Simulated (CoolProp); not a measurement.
Vapour-liquid equilibrium of ethane (1) + propane (2) at 201.7 K; x and y are mole fractions of (1).

The numbers come from the multi-fluid Helmholtz-energy mixture model, Bücker 2006 and Lemmon 2009; pair parameters Kunz 2012 in CoolProp.

```csv
x,bubble pressure (MPa),y at the bubble point,dew pressure at overall composition x (MPa),liquid density (mol/L)
0.05,0.03236,0.339,0.02345,14.07
0.15,0.05198,0.627,0.02592,14.38
0.25,0.07158,0.758,0.02898,14.70
0.35,0.09151,0.834,0.03284,15.03
0.45,0.1120,0.884,0.03788,15.36
0.55,0.1332,0.920,0.04473,15.71
0.65,0.1550,0.946,0.05459,16.06
0.75,0.1774,0.967,0.06993,16.42
0.85,0.2001,0.982,0.09709,16.79
0.95,0.2230,0.995,0.1585,17.16
```

No azeotrope shows between x = 0.05 and 0.95.

The pair parameters rest on a limited set of measurements; away from them the model extrapolates.
